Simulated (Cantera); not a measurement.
Feed: 1 mol TiO₂, 360 mol H₂, 3.1 mol H₂O, at 1273 K and 0.133 bar.

Method: chemical equilibrium by Gibbs-energy minimisation in Cantera with the NASA 1993 tables (ideal gas, pure condensed phases). Candidate condensed phases: H₂O, Ti, TiO, TiO₂, Ti₂O₃, Ti₃O₅, Ti₄O₇; 12 gas species. Kinetics and transport are ignored.

Base state: H₂ 0.991, H₂O 0.00854 (mole fractions); condensed: TiO₂(rutile).

**Question.** What changes in the equilibrium state with this change: 0.71 mol Cl₂ added?

**Answer.** 
| species | before | after |
|---|---|---|
| H₂ | 0.991 | 0.988 |
| H₂O | 0.00854 | 0.00852 |
| HCl | 0 | 0.00390 |
| TiO₂(rutile), mol | 1.00 | 1.00 |
Further candidate phases: TiCl₂, TiCl₃, TiCl₄.
